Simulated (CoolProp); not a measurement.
The numbers come from the reference Helmholtz-energy equation of state, Tillner-Roth 1997 in CoolProp.

Q: For CH2F2 (R32), give the phase and the density (kg/m³), isothermal compressibility (1/MPa) at -29.45 °C and 215 bar; -0.05 °C and 215 bar; 73.55 °C and 215 bar.

A: 
- -29.45 °C and 215 bar: liquid; density 1190, isothermal compressibility 0.00146
- -0.05 °C and 215 bar: liquid; density 1120, isothermal compressibility 0.00212
- 73.55 °C and 215 bar: liquid; density 896, isothermal compressibility 0.00681
